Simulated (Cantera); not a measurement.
Charge: 1 mol Si(CH3)4, 0.38 mol C2H2, 180 mol H2, held at 850 °C and 0.800 bar.

These are equilibrium values from Cantera (NASA tables, ideal gas, pure condensed phases), not measurements of a reactor. Candidate condensed phases: C, C6H6, C7H8, C8H18, Si, SiC; 87 gas species. Rates play no part.

Base state: H2 0.979, CH4 0.0206 (mole fractions); condensed: SiC(s).

### Question
What changes in the equilibrium state with this change: pressure from 0.800 bar to 0.133 bar?

### Answer
```json
[
 {"species": "H2", "before": "0.979", "after": "0.996"},
 {"species": "CH4", "before": "0.0206", "after": "0.00388"},
 {"species": "SiC(s), mol", "before": "1.00", "after": "1.00"},
 {"species": "C(graphite), mol", "before": "0", "after": "3.04"}
]
```
